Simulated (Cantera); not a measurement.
A perfectly stirred reactor is fed with N2O : N2 = 1 : 2 (molar parts), at 0.0133 bar; it is held at 1475 K, and followed from long to short residence time.

Cantera simulation using GRI-Mech 3.0 (53 species, 325 reactions); the numbers are that mechanism's predictions, not measurements. GRI-Mech 3.0 was tuned for natural gas; its chemistry of N2O as a main component is partial and can be far from experiment. Radical loss at walls, strong at low pressure, is not modelled. The temperature is held fixed by assumption; the heat of reaction is taken as removed at once.

x: mole fraction; the columns are a selection and need not sum to one.

| τ (s) | x N2O | x NO | x N2 | x O2 | x NO2 | x O |
|---|---|---|---|---|---|---|
| 26 | 0.0190 | 0.0616 | 0.815 | 0.104 | [?] | 5.35e-5 |
| 7.6 | 0.0562 | 0.0554 | 0.797 | 0.0911 | [?] | 5.54e-5 |
| 2.2 | 0.137 | 0.0395 | 0.759 | 0.0644 | [?] | 5.60e-5 |
| 0.65 | 0.234 | 0.0200 | 0.713 | 0.0326 | [?] | 5.62e-5 |
| 0.19 | 0.297 | 0.00740 | 0.684 | 0.0120 | [?] | 5.61e-5 |
| 0.056 | 0.322 | 0.00235 | 0.672 | 0.00382 | [?] | 5.57e-5 |
| 0.016 | 0.330 | 0.000671 | 0.668 | 0.00109 | [?] | 5.43e-5 |
| 0.0048 | 0.332 | 0.000187 | 0.667 | 0.000304 | [?] | 5.00e-5 |

Task: Some entries are withheld; supply them.

Result: 
- 26, x NO2: 9.75e-6
- 7.6, x NO2: 8.16e-6
- 2.2, x NO2: 5.08e-6
- 0.65, x NO2: 2.09e-6
- 0.19, x NO2: 6.04e-7
- 0.056, x NO2: 1.30e-7
- 0.016, x NO2: 1.77e-8
- 0.0048, x NO2: 1.72e-9
